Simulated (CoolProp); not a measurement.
Vapour-liquid equilibrium of CH2F2 (R32) (1) + R123 (2) at 1.79 bar; x and y are mole fractions of (1).

Values from CoolProp's multi-fluid Helmholtz-energy mixture model, Tillner-Roth 1997 and Younglove 1994; pair parameters Bell 2016.

```
x     bubble temperature (K)  y at the bubble point  dew temperature at overall composition x (K)  liquid density (mol/L)
----  ----------------------  ---------------------  --------------------------------------------  ----------------------
0.05                   296.9                  0.518                                         316.1                   9.854
0.15                   271.5                  0.844                                         312.7                   10.90
0.25                   258.5                  0.925                                         309.0                   11.83
0.35                   251.0                  0.954                                         304.9                   12.77
0.45                   246.3                  0.968                                         300.4                   13.78
0.55                   243.1                  0.977                                         295.2                   14.90
0.65                   240.6                  0.983                                         289.0                   16.17
0.75                   238.5                  0.987                                         281.3                   17.64
0.85                   236.5                  0.992                                         270.8                   19.37
0.95                   234.4                  0.997                                         252.3                   21.46
```

No azeotrope shows between x = 0.05 and 0.95.

Pair parameters are fitted to limited data, so mixtures are less certain than the pure fluids.
